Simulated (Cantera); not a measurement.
Mixture: 25.3 % H2, 17.4 % O2, 57.3 % N2, equivalence ratio 0.73, at 0.730 atm, adiabatic and at constant pressure. Ignition delay is the time to a rise of 400 K.

Computed with Cantera and GRI-Mech 3.0 (53 species, 325 reactions). Where the delays flatten at high temperature, the 400 K rule measures the pace of heat release, not the induction time.

Problem. Predict: delay at 1325 K; delay at 1400 K; delay at 1475 K; delay at 1550 K; delay at 1625 K.

Solution. 
| Item | Result |
|---|---|
| delay at 1325 K | 37.2 µs |
| delay at 1400 K | 31.0 µs |
| delay at 1475 K | 27.6 µs |
| delay at 1550 K | 25.9 µs |
| delay at 1625 K | 25.4 µs |
